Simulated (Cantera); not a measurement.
A closed system holds: 1 mol TiO2, 1 mol MgCl2, 0.24 mol O2, equilibrated at 1500 K and 0.100 bar.

These are equilibrium values from Cantera (NASA tables, ideal gas, pure condensed phases), not measurements of a reactor. Candidate condensed phases: Mg, MgCl2, MgO, MgTiO3, MgTi2O5, Mg2TiO4, Ti, TiCl2, TiCl3, TiCl4, TiO, TiO2, Ti2O3, Ti3O5, Ti4O7; 20 gas species. Condensed phases not in the tables: alloys, solid solutions and most ternary compounds. Rates play no part.

Base state: MgCl2 0.481, Cl2 0.387, Cl 0.115, TiCl4 0.0122, O2 0.00570, ClO 6.74e-5 (mole fractions); condensed: MgTi2O5(s).

What changes in the equilibrium state with this change: MgCl2 from 1 to 0.17 mol?


```csv
species,before,after
O2,0.00570,0.457
Cl2,0.387,0.396
Cl,0.115,0.116
MgCl2,0.481,0.0302
TiCl4,0.0122,0.000215
ClO,6.74e-5,0.000611
"MgTi2O5(s), mol",0.494,0.159
"TiO2(rutile), mol",0,0.681
```
Mutual solubility and eutectic melting of coexisting phases are not modelled.
